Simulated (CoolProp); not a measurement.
R115 at several states: Z from the reference equation and from simpler models built on Tc = 353.1 K, pc = 3.129 MPa, ω = 0.248; each cubic takes its own stable root.

Model: reference Helmholtz-energy equation of state, Lemmon 2016, in CoolProp.

```tsv
T (K)	p (MPa)	phase	reference
183.2	1.98	liquid	0.1168
327.6	0.364	gas	0.9493
304.8	0.0894	gas	0.9848
```

Task: How far does each simpler model (Soave-Redlich-Kwong, Peng-Robinson) lie from the reference over these 3 states: mean and median of the absolute difference, and the worst?

Result: 
- Soave-Redlich-Kwong: mean 2.1 %, median 0.2 %, worst +5.9 % at 183.2 K and 1.98 MPa
- Peng-Robinson: mean 2.3 %, median 0.7 %, worst -5.9 % at 183.2 K and 1.98 MPa
